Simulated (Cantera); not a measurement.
Input (Python, Cantera) and output of one run.

```python
import numpy as np
import cantera as ct

gas_names = [...]  # 123 gases of nasa_gas.yaml made of C, H, O, Si
cond_names = """
    C(gr) C6H6(L) C7H8(L) C8H18(L),n-octa H2O(s) H2O(L) Si(cr) Si(L) SiC(b) SiO2(Lqz) SiO2(hqz) SiO2(L)
""".split()


# ... load() reads the species with a 1 bar reference pressure and builds the phases ...
atoms = {
    'SiC': {'Si': 1, 'C': 1},
    'CO2': {'C': 1, 'O': 2},
    'H2': {'H': 2},
}
top_T = {'C(gr)': 4500, 'SiC(b)': 3050}  # K; cautious upper limits of use, not melting points


# ... equilibrate(T, P, feed) seeds the gas with the atoms and calls Mixture.equilibrate('TP', solver="vcs", rtol=1e-11, max_steps=5000) ...
results = []
feed = {'SiC': 1, 'CO2': 0.089, 'H2': 19}  # mol
T = 2150  # K
P = 1333.22  # Pa
mix = equilibrate(T, P, feed)
results.append((T, P, feed, dict(zip(mix.species_names, mix.species_moles))))
x = sorted(zip(gas.X, gas.species_names), reverse=True)
print(f"T = {T:g} K  P = {P:g} Pa  gas = {mix.phase_moles(0):.4g} mol")
print("   x: " + "  ".join(f"{s} {v:.3e}" for v, s in x if v > 0.0001))
print("   condensed (mol): " + ("  ".join(f"{mix.phase(i).name} {mix.phase_moles(i):.4g}"
      for i in range(1, mix.n_phases) if mix.phase_moles(i) > 1e-12) or "none"))
```

Output:

```
T = 2150 K  P = 1333.22 Pa  gas = 19.6 mol
   x: H2 9.509e-01  H 3.562e-02  CO 8.481e-03  Si 3.621e-03  SiO 5.983e-04  C2H2,acetylene 3.357e-04  SiH 1.993e-04  Si2C 1.782e-04
   condensed (mol): SiC(b) 0.904
```

Cantera equilibrium calculation (NASA polynomials, part measured and part estimated; ideal gas, pure solids and liquids). Gases not in the tables: Si2H6 and higher silanes.
